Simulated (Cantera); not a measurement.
Transport properties of process gases

Gas mixture: 84.9 % C₃H₈, 15.1 % C₂H₂, at 4430 Torr, frozen composition.

Cantera's kinetic-theory transport with the Lennard-Jones parameters of GRI-Mech 3.0, ideal gas; thermal conductivity in the mixture-averaged form. The composition is frozen, though it would react at the higher temperatures.

```tsv
T (K)	ρ (kg/m³)	cp (J/kg/K)	μ (µPa s)	λ (mW/m/K)	Pr	D (cm²/s) N₂	D (cm²/s) NH₃	D (cm²/s) H₂
400	7.34	2115	11.2	31.4	0.752	0.0349	0.0359	0.138
550	5.34	2685	14.8	52.2	0.759	0.0613	0.0665	0.238
700	4.19	3152	17.9	73.8	0.766	0.0931	0.104	0.358
850	3.45	3525	20.8	95.2	0.771	0.130	0.149	0.496
1000	2.94	3832	23.5	116	0.774	0.171	0.199	0.650
1150	2.55	4055	25.9	136	0.771	0.216	0.255	0.820
1300	2.26	4250	28.3	156	0.770	0.266	0.316	1.01
1450	2.02	4420	30.5	175	0.770	0.319	0.382	1.21
1600	1.83	4566	32.6	193	0.771	0.376	0.453	1.42
```
D: mixture-averaged diffusion coefficient of that species in the mixture.
